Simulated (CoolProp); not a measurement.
cis-2-butene along the isotherm 525 K: Z from the reference equation and from simpler models built on Tc = 435.8 K, pc = 4.236 MPa, ω = 0.202; each cubic takes its own stable root.

The numbers come from the reference Helmholtz-energy equation of state, Lemmon 2005 in CoolProp. It is a short technical equation, of lower accuracy than the large ones.

```
p (MPa)          phase  reference
-------  -------------  ---------
4.71     supercritical     0.7754
9.41     supercritical     0.5806
14.1     supercritical     0.5754
18.8     supercritical     0.6558
23.5     supercritical     0.7520
28.2     supercritical     0.8515
32.9     supercritical     0.9513
37.7     supercritical      1.053
42.4     supercritical      1.151
```

Q: How far does each simpler model (van der Waals, Soave-Redlich-Kwong, Peng-Robinson) lie from the reference over these 9 states: mean and median of the absolute difference, and the worst?

A: 
- van der Waals: mean 18.4 %, median 22.3 %, worst +27.0 % at 525 K and 42.4 MPa
- Soave-Redlich-Kwong: mean 7.1 %, median 6.8 %, worst +12.3 % at 525 K and 14.1 MPa
- Peng-Robinson: mean 3.1 %, median 3.0 %, worst -5.6 % at 525 K and 42.4 MPa
